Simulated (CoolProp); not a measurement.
Vapour-liquid equilibrium of R134a (1) + R124 (2) at 0.553 MPa; x and y are mole fractions of (1).

Model: multi-fluid Helmholtz-energy mixture model, Tillner-Roth 1994 and de Vries 1995; pair parameters Bell 2016, in CoolProp.

```tsv
x	bubble temperature (K)	y at the bubble point	dew temperature at overall composition x (K)	liquid density (mol/L)
0.05	309.1	0.084	309.7	9.717
0.2	305.0	0.299	306.9	10.05
0.35	301.6	0.472	304.0	10.39
0.5	298.8	0.617	301.1	10.74
0.65	296.4	0.742	298.2	11.10
0.8	294.4	0.855	295.4	11.49
0.95	292.6	0.964	292.8	11.90
```

No azeotrope shows between x = 0.05 and 0.95.

Pair parameters are fitted to limited data, so mixtures are less certain than the pure fluids.
